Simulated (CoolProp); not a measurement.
Vapour-liquid equilibrium of methane (1) + ethane (2) at 144.8 K; x and y are mole fractions of (1).

Values from CoolProp's multi-fluid Helmholtz-energy mixture model, Setzmann 1991 and Bücker 2006; pair parameters Kunz 2012.

| x | bubble pressure, mixture model (MPa) | bubble pressure, Raoult's law (MPa) | y, mixture model | y, Raoult's law |
|---|---|---|---|---|
| 0.05 | 0.05757 | 0.04652 | 0.897 | 0.876 |
| 0.15 | 0.1543 | 0.1274 | 0.964 | 0.960 |
| 0.25 | 0.2433 | 0.2084 | 0.978 | 0.978 |
| 0.35 | 0.3255 | 0.2893 | 0.985 | 0.986 |
| 0.45 | 0.4020 | 0.3702 | 0.989 | 0.991 |
| 0.55 | 0.4743 | 0.4511 | 0.992 | 0.994 |
| 0.65 | 0.5444 | 0.5321 | 0.994 | 0.996 |
| 0.75 | 0.6145 | 0.6130 | 0.995 | 0.998 |
| 0.85 | 0.6877 | 0.6939 | 0.997 | 0.999 |
| 0.95 | 0.7691 | 0.7748 | 0.999 | 1.000 |

The largest gap from Raoult's law is +23.8 % in bubble pressure, at x = 0.05. No azeotrope shows between x = 0.05 and 0.95.

Pair parameters are fitted to limited data, so mixtures are less certain than the pure fluids. The gap from Raoult's law changes sign with composition, which may be real or a fault of the pair parameters; it wasn't checked against measurements.
